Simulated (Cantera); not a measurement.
Input: 1 mol PbO, 1.9 mol CH₄, 1.1 mol N₂, equilibrated at 2025 K and 0.180 bar.

Equilibrium computed with Cantera from the NASA thermochemical tables; the gas is ideal and each condensed phase is pure. Candidate condensed phases: C, C₆H₆, C₇H₈, C₈H₁₈, H₂O, Pb, PbO, PbO₂, Pb₃O₄; 139 gas species. Rates play no part.

Question: What is the equilibrium state?

Answer: 
| Property | Value |
|---|---|
| x(H₂) | 0.545 |
| x(N₂) | 0.157 |
| x(CO) | 0.145 |
| x(Pb) | 0.145 |
| x(HCN) | 0.00475 |
| x(H) | 0.00335 |
| x(C₂H₂ (acetylene)) | 0.000493 |
| x(HNC) | 0.000282 |
| x(CH₄) | 2.13e-5 |
| n(C(graphite)) | 0.858 mol |
| gas amount | 6.911 mol |
| log10 activity of Pb(l) (absent) | -1.59 |
